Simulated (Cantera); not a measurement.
Cantera run:

```python
import numpy as np
import cantera as ct

gas_names = [...]  # 109 gases of nasa_gas.yaml made of C, Cl, H, Si
cond_names = """
    C(gr) C6H6(L) C7H8(L) C8H18(L),n-octa Si(cr) Si(L) SiC(b)
""".split()


# ... load() reads the species with a 1 bar reference pressure and builds the phases ...
atoms = {
    'SiHCl3': {'Si': 1, 'H': 1, 'CL': 3},
    'C2H2': {'C': 2, 'H': 2},
    'H2': {'H': 2},
}
top_T = {'C(gr)': 4500, 'SiC(b)': 3050}  # K; cautious upper limits of use, not melting points


# ... equilibrate(T, P, feed) seeds the gas with the atoms and calls Mixture.equilibrate('TP', solver="vcs", rtol=1e-11, max_steps=5000) ...
results = []
feed = {'SiHCl3': 1, 'C2H2': 0.057, 'H2': 10}  # mol
T = 1600  # K
P = 10000  # Pa
mix = equilibrate(T, P, feed)
results.append((T, P, feed, dict(zip(mix.species_names, mix.species_moles))))
print(gas.report(threshold=1e-06))
for i in range(1, mix.n_phases):
    print(f"{mix.phase(i).name:16s} {mix.phase_moles(i):12.5e} mol")
```

Result:

```
       temperature   1600 K
          pressure   10000 Pa
           density   0.0093132 kg/m^3
  mean mol. weight   12.39 kg/kmol
   phase of matter   gas

                          1 kg             1 kmol
                     ---------------   ---------------
          enthalpy        1.5659e+06        1.9401e+07  J
   internal energy        4.9217e+05        6.0977e+06  J
           entropy             18133        2.2466e+05  J/K
    Gibbs function       -2.7447e+07       -3.4006e+08  J
 heat capacity c_p            2797.9             34665  J/K
 heat capacity c_v            2126.9             26351  J/K

                      mass frac. Y      mole frac. X     chem. pot. / RT
                     ---------------   ---------------   ---------------
               CH4         1.488e-06        1.1491e-06           -49.459
                CL        5.0862e-05        1.7776e-05           -26.328
                 H        1.2654e-05        0.00015553           -10.648
               HCL           0.34798           0.11825           -36.976
                H2           0.13316           0.81832           -21.296
              SiCL        6.7866e-05        1.3234e-05           -31.075
             SiCL2           0.47063          0.058907           -57.403
             SiCL3           0.03606         0.0033233           -83.731
             SiCL4         0.0063329        0.00046185           -110.06
            SiHCL3          0.005045        0.00046149           -94.379
              SiH2         9.952e-06        4.0962e-06           -26.043
           SiH2CL2         0.0006278        7.7011e-05           -78.699
            SiH3CL        2.0627e-05        3.8396e-06           -63.019
     [  +96 minor]        3.9177e-06        1.6846e-06

C(gr)             0.00000e+00 mol
Si(cr)            1.25320e-01 mol
SiC(b)            1.13986e-01 mol
```

These are equilibrium values from Cantera (NASA tables, ideal gas, pure condensed phases), not measurements of a reactor. Mutual solubility and eutectic melting of coexisting phases are not modelled. The tables' values for SiCl3, SiCl are old estimates; treat these amounts as uncertain.
